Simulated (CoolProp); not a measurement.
Saturated liquid density (kg/m³) of R13: the reference equation beside estimates from Tc = 29.9 °C, pc = 3973 kPa, ω = 0.175.

Values from CoolProp's reference Helmholtz-energy equation of state, Platzer 1990. This equation is an older, rougher fit; its heat capacities, sound speeds and derivatives of the liquid may be far off and weren't checked against measurements.

```tsv
T (°C)	reference	van der Waals	Redlich-Kwong	Peng-Robinson
-70.05	1476	(withheld)	1405	1626
-64.95	1455	950.7	1382	1602
-59.85	1434	937.0	1357	1576
-54.75	1413	(withheld)	1332	1550
-49.65	1391	(withheld)	1306	1522
-44.55	(withheld)	893.1	1279	1493
-39.45	1344	877.4	1251	1462
-34.35	1320	861.0	1221	1429
-29.35	1295	844.3	1191	1395
-24.25	1269	(withheld)	1159	1359
```

### Question
What belongs in the gaps?

### Answer

- -70.05, van der Waals: 963.9
- -54.75, van der Waals: 922.9
- -49.65, van der Waals: 908.3
- -44.55, reference: 1368
- -24.25, van der Waals: 826.4

Absolute difference from the reference over all 10 rows, mean and median: van der Waals 34.7 and 34.7 %, Redlich-Kwong 6.5 and 6.3 %, Peng-Robinson 9.0 and 9.3 %.
